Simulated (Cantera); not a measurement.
An isothermal plug-flow reactor at 550 K and 1.01 bar (inlet), inlet velocity 0.75 m/s, active area per volume 420 1/m; feed 0.281 % H2, 1.47 % O2, 96.5 % N2, 1.71 % H2O, equivalence ratio 0.096.

Detailed kinetics in Cantera: Deutschmann's 1995 Pt surface mechanism with GRI-Mech 3.0 gas chemistry. Catalytic surfaces can have several steady states; this one follows from the mechanism file's or the stated starting coverage. Mass transfer to the wall is taken as infinitely fast.

Task: Predict: x(H2) at z = 0.066 m; x(O2) at z = 0.066 m; x(H2O) at z = 0.066 m; θ(free Pt) at the exit; θ(O*) at the exit; θ(OH*) at the exit.

Result: 
```json
{
 "x(H2) at z = 0.066 m": "7.45e-6",
 "x(O2) at z = 0.066 m": "0.0133",
 "x(H2O) at z = 0.066 m": "0.0199",
 "θ(free Pt) at the exit": "0.00111",
 "θ(O*) at the exit": "0.996",
 "θ(OH*) at the exit": "0.00335"
}
```
